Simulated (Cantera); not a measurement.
A perfectly stirred reactor is fed with 5.48 % CH₄, 0.931 % H₂, 19.7 % O₂, 73.9 % N₂, at 1280 Torr; it is adiabatic with a 350 K inlet, and is followed from long to short residence time, starting on the burning branch (τ in s: 0.42, 0.14, 0.044, 0.014, 0.0046, 0.0015, 0.00048, 0.00016, 5.1e-05, 1.6e-05).

Cantera simulation using GRI-Mech 3.0 (53 species, 325 reactions); the numbers are that mechanism's predictions, not measurements.

Predict: blow-out, bracketed by the residence times tried; x(CH₄) at τ = 0.420 s; x(H₂) at τ = 0.420 s; x(O₂) at τ = 0.420 s; x(H₂O₂) at τ = 0.420 s; x(CH₄) at τ = 1.50 ms; x(H₂) at τ = 1.50 ms; x(O₂) at τ = 1.50 ms; x(H₂O₂) at τ = 1.50 ms; x(C₂H₆) at τ = 1.50 ms.


| Quantity | Result |
|---|---|
| blow-out, bracketed by the residence times tried | burning at 0.480 ms, out at 0.160 ms |
| x(CH₄) at τ = 0.420 s | 4.92e-6 |
| x(H₂) at τ = 0.420 s | 2.02e-5 |
| x(O₂) at τ = 0.420 s | 0.0827 |
| x(H₂O₂) at τ = 0.420 s | 5.38e-8 |
| x(CH₄) at τ = 1.50 ms | 0.000208 |
| x(H₂) at τ = 1.50 ms | 0.000734 |
| x(O₂) at τ = 1.50 ms | 0.0845 |
| x(H₂O₂) at τ = 1.50 ms | 6.03e-7 |
| x(C₂H₆) at τ = 1.50 ms | 3.36e-8 |
